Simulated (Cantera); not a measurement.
A Cantera script and what it prints.

```python
import numpy as np
import cantera as ct

gas_names = """
    C CH CH2 CH3 CH2OH CH3O CH4 CH3OH CO CO2 COOH C2 C2H CHCO,ketyl C2H2,acetylene C2H2,vinylidene
    CH2CO,ketene C2H3,vinyl CH3CO,acetyl C2H4 C2H4O,ethylen CH3CHO,ethanal CH3COOH (HCOOH)2 C2H5 C2H6
    CH3OCH3 C2H5OH C2O C3 C3H3,propargyl C3H4,allene C3H4,propyne C3H4,cyclo- C3H5,allyl C3H6,propylene
    C3H6,cyclo- C3H6O C3H7,n-propyl C3H7,i-propyl C3H8 C3H8O,1propanol C3H8O,2propanol C3O2 C4 C4H2
    C4H4,1,3-cyclo- C4H6,butadiene C4H6,2-butyne C4H6,cyclo- C4H8,1-butene C4H8,cis2-buten
    C4H8,tr2-butene C4H8,isobutene C4H8,cyclo- (CH3COOH)2 C4H9,n-butyl C4H9,i-butyl C4H9,s-butyl
    C4H9,t-butyl C4H10,isobutane C4H10,n-butane C5 C5H6,1,3cyclo- C5H8,cyclo- C5H10,1-pentene
    C5H10,cyclo- C5H11,pentyl C5H11,t-pentyl C5H12,n-pentane C5H12,i-pentane CH3C(CH3)2CH3 C6H2
    C6H5,phenyl C6H5O,phenoxy C6H6 C6H5OH,phenol C6H10,cyclo- C6H12,1-hexene C6H12,cyclo- C6H13,n-hexyl
    C7H7,benzyl C7H8 C7H8O,cresol C7H14,1-heptene C7H15,n-heptyl C7H16,n-heptane C8H8,styrene
    C8H10,ethylbenz C8H16,1-octene C8H17,n-octyl C8H18,isooctane C8H18,n-octane C9H19,n-nonyl
    C10H8,naphthale C10H21,n-decyl C12H9,o-bipheny C12H10,bipheny H HCO HO2 H2 HCHO,formaldehy HCOOH H2O
    H2O2 O OH O2 O3 Si SiC SiC2 SiC4H12 SiH SiH2 SiH3 SiH4 SiO SiO2 Si2 Si2C Si3
""".split()
cond_names = """
    C(gr) C6H6(L) C7H8(L) C8H18(L),n-octa H2O(s) H2O(L) Si(cr) Si(L) SiC(b) SiO2(Lqz) SiO2(hqz) SiO2(L)
""".split()


def load(file, names, dense=False):
    # The tables refer to 1 bar. Condensed volumes are neglected.
    table = {s.name: s for s in ct.Species.list_from_file(file)}
    out = []
    for n in names:
        d = dict(table[n].input_data)
        d["thermo"] = dict(d["thermo"], **{"reference-pressure": 1e5})
        if dense:
            d["equation-of-state"] = {"model": "constant-volume", "density": "1e6 g/cm^3"}
        out.append(ct.Species.from_dict(d))
    return out


gas = ct.Solution(thermo="ideal-gas", species=load("nasa_gas.yaml", gas_names))
cond = {s.name: ct.Solution(thermo="fixed-stoichiometry", species=[s], name=s.name)
        for s in load("nasa_condensed.yaml", cond_names, dense=True)}
atoms = {
    'TEOS': {'Si': 1, 'C': 8, 'H': 20, 'O': 4},
    'H2O': {'H': 2, 'O': 1},
    'H2': {'H': 2},
    'O3': {'O': 3},
}
top_T = {'C(gr)': 4500, 'SiC(b)': 3050}  # K; cautious upper limits of use, not melting points


def equilibrate(T, P, feed):
    n = {}
    for name, mol in feed.items():
        for a, k in atoms[name].items():
            n[a] = n.get(a, 0.0) + k * mol
    gas.TPX = T, P, n
    mass = sum(n.values()) * gas.mean_molecular_weight
    gas.equilibrate("TP")
    valid = [c for c in cond.values() if c.min_temp <= T <= top_T.get(c.name, c.max_temp)]
    mix = ct.Mixture([(gas, mass / gas.mean_molecular_weight)] + [(c, 0.0) for c in valid])
    mix.T, mix.P = T, P
    mix.equilibrate("TP", solver="gibbs", rtol=1e-10, max_steps=50000)
    return mix


results = []
feed = {'TEOS': 1, 'H2O': 5.6, 'H2': 0.48, 'O3': 0.14}  # mol
P = 1000  # Pa
for T in [500, 600, 700, 800, 900, 1000, 1100, 1200, 1300, 1400, 1500]:
    mix = equilibrate(T, P, feed)
    results.append((T, P, feed, dict(zip(mix.species_names, mix.species_moles))))

top = {s: max(r[3][s] / sum(r[3][g] for g in gas_names) for r in results) for s in gas_names}
cols = sorted((s for s in top if top[s] > 1e-05), key=lambda s: -top[s])[:6]
seen = [c for c in cond_names if any(r[3].get(c, 0) > 1e-12 for r in results)]
print("log10 of partial pressures in bar; condensed amounts in mol")
print(f"{'T/K':>10s}" + "".join(f"{s[:9]:>10s}" for s in cols + seen))
for T, P, feed, n in results:
    ng = sum(n[g] for g in gas_names)
    print(f"{T:10.4g}" + "".join(f"{np.log10(max(n[s] / ng * P / 1e5, 1e-99)):10.3f}" for s in cols)
          + "".join(f"{n.get(c, 0):10.4g}" for c in seen))
```

It prints:

```
log10 of partial pressures in bar; condensed amounts in mol
       T/K        H2       H2O        CO       CH4       CO2         H     C(gr) SiO2(Lqz) SiO2(hqz)
       500    -2.946    -2.297    -5.997    -2.494    -3.211   -21.631      3.12         1         0
       600    -2.389    -2.473    -4.394    -2.803    -3.027   -17.530     4.123         1         0
       700    -2.189    -2.829    -3.272    -3.448    -2.938   -14.692     4.208         1         0
       800    -2.167    -3.443    -2.645    -4.206    -3.296   -12.622     1.754         1         0
       900    -2.176    -4.285    -2.495    -4.857    -4.242   -11.020    0.2067         0         1
      1000    -2.176    -5.059    -2.480    -5.372    -5.206    -9.732  0.005766         0         1
      1100    -2.176    -5.227    -2.479    -6.273    -5.536    -8.675         0         0         1
      1200    -2.176    -5.212    -2.479    -7.182    -5.652    -7.793         0         0         1
      1300    -2.176    -5.188    -2.479    -7.963    -5.737    -7.044         0         0         1
      1400    -2.176    -5.166    -2.479    -8.634    -5.806    -6.401         0         0    0.9998
      1500    -2.176    -5.089    -2.479    -9.273    -5.805    -5.842         0         0    0.9966
```

Method: chemical equilibrium by Gibbs-energy minimisation in Cantera with the NASA 1993 tables (ideal gas, pure condensed phases). The feed counts by its element totals alone. The tables hold silica as quartz up to 1696 K and as liquid above; real silica turns to tridymite and cristobalite and melts near 1996 K.
